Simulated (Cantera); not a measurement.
Charge: 1 mol LiOH, 3.9 mol H2O, equilibrated at 0.0100 bar.

Method: chemical equilibrium by Gibbs-energy minimisation in Cantera with the NASA 1993 tables (ideal gas, pure condensed phases). Candidate condensed phases: H2O, Li, LiH, LiOH, Li2O; 17 gas species. The numbers say what is thermodynamically allowed, not how fast it happens. All values below are at 1475 °C.

Base state: H2O 0.788, LiOH 0.202, H2 0.00516, O2 0.00250, OH 0.00146, Li 0.00106, Li2O 0.000198, H 0.000164 (mole fractions); condensed: gas only.

Question: What changes in the equilibrium state with this change: pressure from 0.0100 bar to 0.000270 bar?

Answer: 
| species | before | after |
|---|---|---|
| H2O | 0.788 | 0.768 |
| LiOH | 0.202 | 0.189 |
| H2 | 0.00516 | 0.0157 |
| Li | 0.00106 | 0.0108 |
| Li2(OH)2 | 3.11e-5 | 7.37e-7 |
| O | 3.66e-5 | 0.000435 |
| H | 0.000164 | 0.00174 |
| O2 | 0.00250 | 0.00950 |
